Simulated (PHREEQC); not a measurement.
A column of 0.2 m (40 cells, dispersivity 0.01 m, 720 s a shift, diffusion coefficient 3e-10 m²/s) holds 0.0075 eq of the database's cation exchanger X per kg of pore water, first in equilibrium with 0.00082 mol BaCl2 and 1e-05 mol HCl per kg of water. It is flushed with 0.0043 mol/kgw KCl, 0.00011 mol/kgw PbCl2, 0.0019 mol/kgw SrCl2 and 1e-05 mol/kgw HCl, at 25 °C. Values are for the last cell. No CO2 enters from the air. No solid was allowed to form.

The numbers come from PHREEQC with the ion-association model, phreeqc.dat.

Q: Predict K in solution (mol/kgw), Sr in solution (mol/kgw), Pb in solution (mol/kgw) at pore volumes = 0, 1.387, 2.888.

A: 
| pore volumes | K in solution (mol/kgw) | Sr in solution (mol/kgw) | Pb in solution (mol/kgw) |
|---|---|---|---|
| 0 | 0 | 0 | 0 |
| 1.387 | 0.00292 | 8.77e-5 | 2.81e-6 |
| 2.888 | 0.00429 | 0.00132 | 6.72e-5 |
